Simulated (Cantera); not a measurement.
Feed: 1 mol PbO, 2.7 mol O2, 0.38 mol N2, held at 10.0 mbar.

These are equilibrium values from Cantera (NASA tables, ideal gas, pure condensed phases), not measurements of a reactor. Candidate condensed phases: Pb, PbO, PbO2, Pb3O4; 12 gas species. Equilibrium is a limit: real reactors are often held back by kinetics, nucleation or transport.

Problem. At 1100 K, list the 4 most abundant gas species with their mole fractions, and the condensed phases.

Solution. O2 0.876, N2 0.123, PbO 0.000619, NO 6.87e-5. Condensed: PbO(yellow).
